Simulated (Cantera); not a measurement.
A closed system holds: 1 mol Cu, a varied amount of F2, 0.38 mol H2, equilibrated at 975 K and 56.0 Pa.

Method: chemical equilibrium by Gibbs-energy minimisation in Cantera with the NASA 1993 tables (ideal gas, pure condensed phases). Candidate condensed phases: Cu, CuF2; 15 gas species. Kinetics and transport are ignored.

x: gas mole fraction; n: condensed amount in mol.

| n(F2) (mol) | x HF | x F | x F2 | x CuF | x CuF2 | x H2F2 | n Cu(s) | n CuF2(s) |
|---|---|---|---|---|---|---|---|---|
| 0.46 | 0.979 | 4.28e-9 | <1e-12 | 0.0109 | 0.00981 | 2.31e-8 | 0.916 | 0.0681 |
| 0.64 | 0.979 | 4.28e-9 | <1e-12 | 0.0109 | 0.00981 | 2.31e-8 | 0.736 | 0.248 |
| 0.87 | 0.979 | 4.28e-9 | <1e-12 | 0.0109 | 0.00981 | 2.31e-8 | 0.506 | 0.478 |
| 1.2 | 0.979 | 4.28e-9 | <1e-12 | 0.0109 | 0.00981 | 2.31e-8 | 0.176 | 0.808 |
| 1.6 | 0.634 | 0.344 | 0.0115 | 1.36e-10 | 0.00981 | ___ | 0 | 0.988 |
| 2.2 | 0.326 | 0.627 | 0.0380 | 7.46e-11 | 0.00981 | ___ | 0 | 0.977 |
| 3.1 | 0.189 | 0.747 | 0.0540 | 6.26e-11 | 0.00981 | ___ | 0 | 0.961 |

Q: Some entries are withheld; supply them.

A: 
- 1.6, x H2F2: 9.70e-9
- 2.2, x H2F2: 2.56e-9
- 3.1, x H2F2: 8.61e-10
